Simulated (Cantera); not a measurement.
Thermodynamics of carbon deposition, reforming and gasification, feed CO + H2O + H2

A closed system holds: 1 mol CO, 2.2 mol H2O, 8.9 mol H2, equilibrated at 1 atm.

Method: chemical equilibrium by Gibbs-energy minimisation in Cantera with the NASA 1993 tables (ideal gas, pure condensed phases). Candidate condensed phases: C, C6H6, C7H8, C8H18, H2O; 131 gas species. Ions and electrons are included (thermal ionisation). Kinetics and transport are ignored.

```csv
T (K),x H,x H2,x H2O,x O,x CO,x OH
2000,0.00139,0.738,0.178,4.58e-8,0.0785,3.33e-5
2250,0.00632,0.734,0.177,1.36e-6,0.0789,0.000230
2500,0.0212,0.720,0.176,2.07e-5,0.0786,0.00107
2750,0.0564,0.690,0.170,0.000193,0.0774,0.00373
3000,0.125,0.632,0.155,0.00123,0.0745,0.0102
3250,0.234,0.539,0.127,0.00565,0.0695,0.0218
3500,0.380,0.419,0.0832,0.0183,0.0624,0.0347
3750,0.536,0.290,0.0391,0.0400,0.0546,0.0379
4000,0.668,0.178,0.0132,0.0610,0.0482,0.0290
4250,0.758,0.101,0.00368,0.0740,0.0442,0.0178
4500,0.810,0.0557,0.000988,0.0803,0.0420,0.0101
4750,0.839,0.0310,0.000279,0.0833,0.0408,0.00569
5000,0.854,0.0178,8.55e-5,0.0848,0.0401,0.00330
```
x: gas mole fraction; nothing condenses.

From 2000 K to 5000 K nothing is condensed. The main C-bearing gas is CO throughout.
